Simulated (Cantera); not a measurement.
A closed system holds: 1 mol CH₃SiCl₃, 0.54 mol C₂H₂, 680 mol H₂, at 1525 °C and 3.70 mbar.

Method: chemical equilibrium by Gibbs-energy minimisation in Cantera with the NASA 1993 tables (ideal gas, pure condensed phases). Candidate condensed phases: C, C₆H₆, C₇H₈, C₈H₁₈, Si, SiC; 109 gas species. The feed counts by its element totals alone. Kinetics and transport are ignored.

Base state: H₂ 0.990, H 0.00576, HCl 0.00435, C₂H₂ (acetylene) 0.000171, Si 1.99e-5, Cl 1.94e-5 (mole fractions); condensed: C(graphite) + SiC(s).

Question: What changes in the equilibrium state with this change: CH₃SiCl₃ replaced by SiCl₄?

Answer: 
| species | before | after |
|---|---|---|
| H₂ | 0.990 | 0.988 |
| HCl | 0.00435 | 0.00581 |
| H | 0.00576 | 0.00575 |
| C₂H₂ (acetylene) | 0.000171 | 7.62e-5 |
| Si | 1.99e-5 | 2.98e-5 |
| Cl | 1.94e-5 | 2.59e-5 |
| C(graphite), mol | 0.860 | 0 |
| SiC(s), mol | 0.983 | 0.974 |

Question: What changes in the equilibrium state with this change: temperature from 1525 °C to 1277 °C?

Answer: 
```json
[
 {"species": "H₂", "before": "0.990", "after": "0.995"},
 {"species": "HCl", "before": "0.00435", "after": "0.00438"},
 {"species": "H", "before": "0.00576", "after": "0.000516"},
 {"species": "C₂H₂ (acetylene)", "before": "0.000171", "after": "1.60e-5"},
 {"species": "Si", "before": "1.99e-5", "after": "7.90e-8"},
 {"species": "Cl", "before": "1.94e-5", "after": "1.82e-6"},
 {"species": "C(graphite), mol", "before": "0.860", "after": "1.05"},
 {"species": "SiC(s), mol", "before": "0.983", "after": "1.000"}
]
```
